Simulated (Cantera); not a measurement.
A Cantera script and what it prints.

```python
import numpy as np
import cantera as ct

gas_names = """
    CS2 Si SiC2
""".split()
cond_names = """
    S(cr1) S(cr2) S(L)
""".split()


# ... load() reads the species with a 1 bar reference pressure and builds the phases ...
species = {s.name: s for s in load("nasa_gas.yaml", gas_names) + load("nasa_condensed.yaml", cond_names)}
# Each term lists the table entries of one substance; the one whose range holds T is used.
reactions = {
    '2 CS2(g) + Si(g) = SiC2(g) + 4 S':
        [(-2, ['CS2']), (-1, ['Si']), (1, ['SiC2']), (4, ['S(cr1)', 'S(cr2)', 'S(L)'])],
}


def pick(names, T):
    return next(species[n] for n in names if species[n].thermo.min_temp <= T <= species[n].thermo.max_temp)


results = []
for label, terms in reactions.items():
    print(label)
    print("     T/K   dH/kJ  dS/(J/K)   dG/kJ   log10 K")
    for T in [300, 573, 598, 623, 648, 673, 698, 723]:
        used = [(nu, pick(names, T)) for nu, names in terms]
        dH = sum(nu * s.thermo.h(T) for nu, s in used) / 1e6
        dS = sum(nu * s.thermo.s(T) for nu, s in used) / 1e3
        dG = dH - T * dS / 1e3
        logK = -dG * 1e6 / (ct.gas_constant * T * np.log(10))
        results.append((label, T, dH, dS, dG, logK, [s.name for _, s in used]))
        print(f"{T:8g} {dH:8.1f} {dS:8.1f} {dG:8.1f} {logK:8.2f}")
```

Result:

```
2 CS2(g) + Si(g) = SiC2(g) + 4 S
     T/K   dH/kJ  dS/(J/K)   dG/kJ   log10 K
     300    -68.8   -278.8     14.9    -2.59
     573    -43.1   -218.9     82.3    -7.50
     598    -41.4   -215.9     87.7    -7.66
     623    -39.8   -213.3     93.1    -7.81
     648    -38.4   -211.1     98.4    -7.93
     673    -37.1   -209.2    103.7    -8.05
     698    -36.0   -207.5    108.9    -8.15
     723    -34.9   -206.0    114.1    -8.24
```

Source: NASA polynomial tables (part measured, part estimated), evaluated in Cantera. Condensed species are held in their standard states even where they would react or evaporate.
